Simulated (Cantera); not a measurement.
Source: NASA polynomial tables (part measured, part estimated), evaluated in Cantera. Values are per mole of reaction as written; species without (g) are pure solids or liquids, kept so even where they would boil at 1 bar.

0.5 Si + Cl2(g) = 0.5 SiCl4(g), with ΔH° = -331.4 kJ and ΔS° = -67.0 J/K at 300 K.

Task: How far is the shortcut ΔG° ≈ ΔH°(300 K) − T·ΔS°(300 K) from the full temperature-dependent value at 350, 375, 400, 425, 450, 475, 500, 525 K?

Result: 
```tsv
T (K)	shortcut (kJ)	full (kJ)	difference (kJ)	difference in log10 K
350	-307.9	-307.9	0.0	0.00
375	-306.3	-306.3	0.0	0.00
400	-304.6	-304.6	0.0	0.00
425	-302.9	-302.9	0.0	0.00
450	-301.2	-301.3	0.1	-0.01
475	-299.6	-299.6	0.1	-0.01
500	-297.9	-298.0	0.1	-0.01
525	-296.2	-296.3	0.1	-0.01
```
The shortcut ignores the heat-capacity change of the reaction.
